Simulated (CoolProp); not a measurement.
Vapour-liquid equilibrium of CH2F2 (R32) (1) + R152A (2) at 233 K; x and y are mole fractions of (1).

The numbers come from the multi-fluid Helmholtz-energy mixture model, Tillner-Roth 1997 and Outcalt 1996; pair parameters Bell 2016 in CoolProp.

Give the bubble pressure and the first vapour's composition at x = 0.35, 0.425, 0.95. Is there an azeotrope?

x = 0.35: 93.40 kPa, y = 0.662; x = 0.425: 103.0 kPa, y = 0.726; x = 0.95: 169.7 kPa, y = 0.984. No azeotrope shows between x = 0.05 and 0.95.

The pair parameters rest on a limited set of measurements; away from them the model extrapolates.
